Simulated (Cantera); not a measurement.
A freely propagating, adiabatic, planar premixed flame of H2 : O2 : N2 : H2O = 1 : 0.633 : 2.38 : 0.66 (molar parts), equivalence ratio 0.79, unburnt at 700 K and 10.0 bar; mixture-averaged transport, grid criteria slope 0.08 and curve 0.16, no radiation.

Cantera simulation using the H2/O2 subset of GRI-Mech 3.0, which has no nitrogen chemistry; the numbers are that mechanism's predictions, not measurements. The hydrogen kinetics of GRI-Mech 3.0 are dated; newer H2 mechanisms differ, most at raised pressure. Burning velocities carry a grid error of a few per cent, more on coarse grids.

**Question.** What does this change do: inlet temperature 700 to 575 K?

**Answer.** 
```json
[
 {"quantity": "laminar burning velocity", "before": "175 cm/s", "after": "86.0 cm/s"},
 {"quantity": "thermal thickness", "before": "0.0386 mm", "after": "0.0494 mm"},
 {"quantity": "peak x(HO2)", "before": "0.00107", "after": "0.000872"},
 {"quantity": "peak x(O)", "before": "0.00136", "after": "0.000809"},
 {"quantity": "peak x(H2O2)", "before": "0.000420", "after": "0.000435"}
]
```

**Question.** What does this change do: H2O 0.66 to 0.52 parts?

**Answer.** 
| quantity | before | after |
|---|---|---|
| laminar burning velocity | 175 cm/s | 230 cm/s |
| thermal thickness | 0.0386 mm | 0.0338 mm |
| peak x(HO2) | 0.00107 | 0.00119 |
| peak x(O) | 0.00136 | 0.00198 |
| peak x(H2O2) | 0.000420 | 0.000377 |
